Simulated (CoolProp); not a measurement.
R507A along the isotherm 369.6 K: density (kg/m³) from the reference equation and from simpler models built on Tc = 343.8 K, pc = 37.05 bar, ω = 0.286; each cubic takes its own stable root.

Model: reference Helmholtz-energy equation of state, Lemmon 2003, in CoolProp. It is a pseudo-pure fit of the blend.

| p (bar) | phase | reference |
|---|---|---|
| 4.63 | gas | 15.45 |
| 9.26 | gas | 32.13 |
| 13.9 | gas | 50.35 |
| 18.5 | gas | 70.20 |
| 23.2 | gas | 92.79 |
| 27.8 | gas | 117.8 |
| 32.4 | gas | 146.6 |
| 37 | gas | 180.6 |
| 41.7 | supercritical | 223.1 |
| 46.3 | supercritical | 276.1 |
| 50.9 | supercritical | 345.8 |
| 55.6 | supercritical | 436.1 |

Question: How far does each simpler model (Redlich-Kwong, Peng-Robinson) lie from the reference over these 12 states: mean and median of the absolute difference, and the worst?

Answer: 
- Redlich-Kwong: mean 0.8 %, median 0.2 %, worst +3.8 % at 369.6 K and 50.9 bar
- Peng-Robinson: mean 1.4 %, median 0.9 %, worst -6.9 % at 369.6 K and 55.6 bar
